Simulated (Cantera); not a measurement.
A closed system holds: 1 mol CCl4, 0.27 mol Si, 0.92 mol H2, equilibrated at 6.60 Pa.

Cantera equilibrium calculation (NASA polynomials, part measured and part estimated; ideal gas, pure solids and liquids). Candidate condensed phases: C, C6H6, C7H8, C8H18, Si, SiC; 109 gas species. The tables' values for SiCl are old estimates; treat these amounts as uncertain. Kinetics and transport are ignored.

Q: At 2375 K, list the 5 most abundant gas species with their mole fractions, and the condensed phases.

A: Cl 0.641, H 0.226, HCl 0.0671, Si 0.0392, H2 0.0169. Condensed: C(graphite).
